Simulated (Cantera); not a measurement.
A closed system holds: 1 mol HBr, 0.036 mol H2, held at 3400 K and 0.120 Torr.

Method: chemical equilibrium by Gibbs-energy minimisation in Cantera with the NASA 1993 tables (ideal gas, pure condensed phases). Candidate condensed phases: Br2; 5 gas species. The numbers say what is thermodynamically allowed, not how fast it happens.

Base state: H 0.517, Br 0.483, H2 0.000196, HBr 4.33e-5 (mole fractions); condensed: gas only.

Question: What changes in the equilibrium state with this change: temperature from 3400 K to 850 K?

Answer: 
| species | before | after |
|---|---|---|
| HBr | 4.33e-5 | 0.965 |
| H2 | 0.000196 | 0.0348 |
| Br | 0.483 | 6.29e-5 |
| H | 0.517 | <1e-9 |
